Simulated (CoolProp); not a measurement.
Tetrahydrofuran at several states: fugacity coefficient from the reference equation and from simpler models built on Tc = 540.2 K, pc = 5304 kPa, ω = 0.234; each cubic takes its own stable root.

The numbers come from the reference Helmholtz-energy equation of state, Fiedler 2023 in CoolProp.

```csv
T (K),p (kPa),phase,reference
174.2,171,liquid,4.180e-6
311.8,62.4,liquid,0.6043
312.9,7550,liquid,0.006619
```

Question: How far does each simpler model (van der Waals, Soave-Redlich-Kwong, Peng-Robinson) lie from the reference over these 3 states: mean and median of the absolute difference, and the worst?

Answer: 
- van der Waals: mean 173734.3 %, median 904.4 %, worst +520234.9 % at 174.2 K and 171 kPa
- Soave-Redlich-Kwong: mean 3.2 %, median 2.8 %, worst +5.7 % at 174.2 K and 171 kPa
- Peng-Robinson: mean 16.7 %, median 1.1 %, worst +49.0 % at 174.2 K and 171 kPa

At some of these states van der Waals gives the other phase, because its saturation line lies elsewhere.
